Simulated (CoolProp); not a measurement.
Model: reference Helmholtz-energy equation of state, Lemmon 2006, in CoolProp. It is a short technical equation, of lower accuracy than the large ones.

### Question
For isopentane, give the phase and the Z, speed of sound (m/s), conductivity (mW/(m K)) at -40.95 °C and 6.9 bar.

### Answer
- -40.95 °C and 6.9 bar: liquid; Z 0.0380, speed of sound 1290, conductivity 124

Thermal conductivity comes from a separate model (Vassiliou 2015).
